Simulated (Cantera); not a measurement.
Feed: 1 mol toluene, 0.12 mol H2O, 49 mol H2, held at 775 °C and 170 Pa.

Cantera equilibrium calculation (NASA polynomials, part measured and part estimated; ideal gas, pure solids and liquids). Candidate condensed phases: C, C6H6, C7H8, C8H18, H2O; 110 gas species. The numbers say what is thermodynamically allowed, not how fast it happens.

Base state: H2 0.998, CO 0.00225, CH4 9.88e-5 (mole fractions); condensed: C(graphite).

Q: What changes in the equilibrium state with this change: temperature from 775 °C to 1350 °C?

A: 
```
species            before    after
----------------  -------  -------
H2                  0.998    0.996
CO                0.00225  0.00225
H                 1.87e-7  0.00168
CH4               9.88e-5  2.50e-6
C2H2 (acetylene)  3.93e-9  3.48e-5
C(graphite), mol     6.87     6.88
```
